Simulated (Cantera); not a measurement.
Charge: 1 mol Si₃N₄, 3.7 mol CO₂, a varied amount of H₂, held at 1675 °C and 21.8 Torr.

Equilibrium computed with Cantera from the NASA thermochemical tables; the gas is ideal and each condensed phase is pure. Candidate condensed phases: C, C₆H₆, C₇H₈, C₈H₁₈, H₂O, Si, SiC, SiO₂, Si₂N₂O, Si₃N₄; 151 gas species. The tables hold silica as quartz up to 1696 K and as liquid above; real silica turns to tridymite and cristobalite and melts near 1996 K. Rates play no part.

Question: Which condensed phases are stable at each of these points (n(H₂) (mol)): 27, 82, 140, 190, 250, 300, 360, 410, 470, 520, 580?

Answer: 
```csv
n(H₂) (mol),condensed phases,Si condensed (%)
27,SiO₂(condensed),10.3
82,gas only,0.0
140,gas only,0.0
190,gas only,0.0
250,gas only,0.0
300,gas only,0.0
360,gas only,0.0
410,gas only,0.0
470,gas only,0.0
520,gas only,0.0
580,gas only,0.0
```

At 27 mol H₂ the condensed part is SiO₂(condensed). From 82 mol H₂ to 580 mol H₂ nothing is condensed.
